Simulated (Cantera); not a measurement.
A perfectly stirred reactor is fed with CH4 : C2H6 : O2 : N2 = 1 : 0.4 : 6.42 : 24.1 (molar parts), equivalence ratio 0.53, at 1000000 Pa; it is adiabatic with a 725 K inlet, and is followed from long to short residence time, starting on the burning branch (τ in s: 0.36, 0.14, 0.053, 0.02, 0.0078, 0.003, 0.0011, 0.00044, 0.00017, 6.4e-05, 2.4e-05, 9.4e-06, 3.6e-06).

Model: GRI-Mech 3.0 (53 species, 325 reactions), integrated in Cantera.

One state of this run: T (K) = 1861; x CH4 = 8.57e-5; x C2H6 = 8.60e-6; x O2 = 0.0952; x HCN = 2.67e-8; x NO = 8.68e-6. x: mole fraction; the columns are a selection and need not sum to one.

Question: Which value of τ (s) does it belong to?
A) 0.00044
B) 3.6e-6
C) 0.053
D) 0.36

Answer: A, 0.00044
